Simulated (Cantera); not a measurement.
An isothermal, constant-pressure homogeneous reactor starts with CH4 : CO2 : H2 = 1 : 1.8 : 0.73 (molar parts), at 1450 K and 100.0 Torr.

Model: GRI-Mech 3.0 (53 species, 325 reactions), integrated in Cantera.

### Question
Predict: x(CH4) at 20.0 s; x(CO2) at 20.0 s; x(H2) at 20.0 s; x(CO) at 20.0 s; x(C2H2) at 20.0 s.

### Answer
- x(CH4) at 20.0 s = 0.0449 (gas-phase equilibrium 4.20e-8)
- x(CO2) at 20.0 s = 0.143 (gas-phase equilibrium 0.0474)
- x(H2) at 20.0 s = 0.211 (gas-phase equilibrium 0.396)
- x(CO) at 20.0 s = 0.288 (gas-phase equilibrium 0.459)
- x(C2H2) at 20.0 s = 0.0758 (gas-phase equilibrium <1e-12)
